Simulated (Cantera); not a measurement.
A Cantera script and what it prints.

```python
import numpy as np
import cantera as ct

gas_names = [...]  # 136 gases of nasa_gas.yaml made of C, H, N, O
cond_names = """
    C(gr) C6H6(L) C7H8(L) C8H18(L),n-octa H2O(s) H2O(L)
""".split()


# ... load() reads the species with a 1 bar reference pressure and builds the phases ...
atoms = {
    'CH3OH': {'C': 1, 'H': 4, 'O': 1},
    'O2': {'O': 2},
    'N2': {'N': 2},
}
top_T = {'C(gr)': 4500}  # K; cautious upper limits of use, not melting points


# ... equilibrate(T, P, feed) seeds the gas with the atoms and calls Mixture.equilibrate('TP', solver="vcs", rtol=1e-11, max_steps=5000) ...
results = []
feed = {'CH3OH': 1, 'O2': 0.013, 'N2': 18}  # mol
T = 1150  # K
P = 133.322  # Pa
mix = equilibrate(T, P, feed)
results.append((T, P, feed, dict(zip(mix.species_names, mix.species_moles))))
x = sorted(zip(gas.X, gas.species_names), reverse=True)
print(f"T = {T:g} K  P = {P:g} Pa  gas = {mix.phase_moles(0):.4g} mol")
print("   x: " + "  ".join(f"{s} {v:.3e}" for v, s in x if v > 0.0001))
print("   condensed (mol): " + ("  ".join(f"{mix.phase(i).name} {mix.phase_moles(i):.4g}"
      for i in range(1, mix.n_phases) if mix.phase_moles(i) > 1e-12) or "none"))
```

It prints:

```
T = 1150 K  P = 133.322 Pa  gas = 21 mol
   x: N2 8.571e-01  H2 9.437e-02  CO 4.725e-02  H2O 8.712e-04  CO2 3.669e-04
   condensed (mol): none
```

Equilibrium computed with Cantera from the NASA thermochemical tables; the gas is ideal and each condensed phase is pure.
